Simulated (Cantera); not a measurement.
What does this Cantera script print?

```python
import numpy as np
import cantera as ct

gas = ct.Solution("h2o2.yaml")
gas.TPX = 575, 910000, {'H2': 1, 'O2': 0.5, 'N2': 1.85}
flame = ct.FreeFlame(gas, width=0.0085)
flame.set_refine_criteria(ratio=3, slope=0.08, curve=0.16)
flame.transport_model = "mixture-averaged"
flame.solve(loglevel=0, auto=True)
z, T = flame.grid, flame.T
thick = (T[-1] - T[0]) / np.gradient(T, z).max()
show = ['H2', 'O2', 'OH', 'H2O', 'H2O2', 'O']
print(f"laminar burning velocity  {flame.velocity[0] * 100:.3f} cm/s")
print(f"burnt temperature         {T[-1]:.1f} K")
print(f"thermal thickness         {thick * 1e3:.4f} mm")
print(f"grid points               {len(z)}")
z0 = z[flame.heat_release_rate.argmax()]
print(f"{'z/mm':>9s}{'T/K':>9s}{'u/(m/s)':>9s}" + "".join(f"{s:>11s}" for s in show))
rows = []
for k in (-3, -2, -1.5, -1, -0.5, -0.25, 0, 0.25, 0.5, 1, 2, 4, 8):
    zz = z0 + k * thick
    rows.append([k * thick, np.interp(zz, z, T), np.interp(zz, z, flame.velocity),
                 *(np.interp(zz, z, flame.X[gas.species_index(s)]) for s in show)])
    print(f"{rows[-1][0] * 1e3:9.3f}{rows[-1][1]:9.1f}{rows[-1][2]:9.3f}" + "".join(f"{x:11.3e}" for x in rows[-1][3:]))
```

Result:

```
laminar burning velocity  577.244 cm/s
burnt temperature         2609.5 K
thermal thickness         0.0279 mm
grid points               104
     z/mm      T/K  u/(m/s)         H2         O2         OH        H2O       H2O2          O
   -0.084    575.0    5.772  2.985e-01  1.493e-01  5.011e-14  3.043e-09  5.944e-12  1.682e-12
   -0.056    575.0    5.772  2.984e-01  1.493e-01  8.285e-12  2.316e-07  6.835e-10  2.777e-10
   -0.042    575.1    5.770  2.979e-01  1.494e-01  8.527e-11  1.848e-06  6.501e-09  2.831e-09
   -0.028    576.7    5.767  2.955e-01  1.499e-01  2.868e-09  3.591e-05  1.778e-07  6.884e-08
   -0.014    635.4    6.182  2.723e-01  1.531e-01  2.588e-05  3.393e-03  2.695e-05  8.811e-06
   -0.007    944.6    8.826  2.221e-01  1.449e-01  1.029e-03  3.638e-02  1.288e-04  3.038e-04
    0.000   1435.9   13.028  1.456e-01  1.080e-01  3.671e-03  1.200e-01  3.846e-05  2.645e-03
    0.007   1788.0   16.042  8.279e-02  6.224e-02  9.136e-03  2.025e-01  5.923e-06  5.631e-03
    0.014   1984.0   17.700  5.374e-02  3.720e-02  1.399e-02  2.446e-01  3.848e-06  6.704e-03
    0.028   2178.1   19.277  3.863e-02  2.258e-02  1.729e-02  2.718e-01  2.486e-06  5.955e-03
    0.056   2342.5   20.539  3.129e-02  1.672e-02  1.649e-02  2.891e-01  1.740e-06  3.827e-03
    0.112   2465.9   21.446  2.430e-02  1.275e-02  1.396e-02  3.038e-01  1.285e-06  2.172e-03
    0.223   2545.8   22.014  1.835e-02  9.903e-03  1.147e-02  3.149e-01  9.874e-07  1.266e-03
```

Cantera simulation using the H2/O2 subset of GRI-Mech 3.0, which has no nitrogen chemistry; the numbers are that mechanism's predictions, not measurements. The hydrogen kinetics of GRI-Mech 3.0 are dated; newer H2 mechanisms differ, most at raised pressure. Burning velocities carry a grid error of a few per cent, more on coarse grids.
